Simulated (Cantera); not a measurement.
Equilibrium for nitride etching: BN + O2 + H2

Input: 1 mol BN, 0.18 mol O2, 2.6 mol H2, held at 1.00 bar.

Cantera equilibrium calculation (NASA polynomials, part measured and part estimated; ideal gas, pure solids and liquids). Candidate condensed phases: B, BN, B2O3, B3O3H3, H2O; 39 gas species. Mutual solubility and eutectic melting of coexisting phases are not modelled. Gases not in the tables: H3BO3. Equilibrium is a limit: real reactors are often held back by kinetics, nucleation or transport.

From 1125 K to 1875 K the condensed part is BN(s) + B2O3(l).

```csv
T (K),x H2,x N2,x HBO,x HBO2,n BN(s),n B2O3(l)
1125,0.954,0.0431,1.10e-7,1.47e-5,0.766,0.117
1200,0.954,0.0431,7.68e-7,4.54e-5,0.765,0.117
1275,0.954,0.0432,4.23e-6,0.000122,0.765,0.117
1350,0.954,0.0432,1.92e-5,0.000289,0.765,0.117
1425,0.953,0.0432,7.39e-5,0.000624,0.765,0.116
1500,0.953,0.0431,0.000247,0.00124,0.766,0.115
1575,0.951,0.0430,0.000735,0.00228,0.766,0.113
1650,0.948,0.0429,0.00197,0.00396,0.766,0.108
1725,0.942,0.0428,0.00482,0.00652,0.766,0.0981
1800,0.929,0.0430,0.0109,0.0102,0.762,0.0786
1875,0.904,0.0439,0.0227,0.0153,0.753,0.0378
```
x: gas mole fraction; n: condensed amount in mol.
